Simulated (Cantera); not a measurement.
# Counterflow diffusion flame

A counterflow diffusion flame at 760 Torr, nozzles 20 mm apart: fuel side CH4 : H2 = 1 : 1.1 (molar parts) at 350 K, oxidiser side O2 : N2 = 0.23 : 0.77 (molar parts) at 400 K, fuel mass flux 0.68 times the oxidiser's; mixture-averaged transport, no radiation.

Model: GRI-Mech 3.0 (53 species, 325 reactions), integrated in Cantera. GRI-Mech 3.0 has no aromatics or soot, which form on the fuel side of real flames. The maximum strain rate includes the flame's own expansion and is several times the mean.

```csv
oxidiser flux (kg/m²/s),max strain (1/s),mean strain (1/s),T max (K),peak x OH,peak x H,peak x NO,peak x CO,peak x C2H2
0.61,540,103,2246,0.0144,0.00936,0.000247,0.0430,0.00929
0.79,683,134,2225,0.0144,0.00987,0.000224,0.0423,0.00915
1,848,169,2212,0.0144,0.0104,0.000208,0.0420,0.00913
1.3,1070,220,2194,0.0144,0.0110,0.000189,0.0414,0.00906
1.7,1350,287,2174,0.0142,0.0116,0.000169,0.0408,0.00895
2.2,1690,372,2155,0.0139,0.0121,0.000150,0.0404,0.00888
2.8,2070,473,2138,0.0137,0.0126,0.000134,0.0400,0.00877
3.7,2630,625,2118,0.0134,0.0132,0.000115,0.0397,0.00861
4.8,3270,811,2097,0.0130,0.0137,9.75e-5,0.0395,0.00832
```
x: mole fraction; the columns are a selection and need not sum to one.
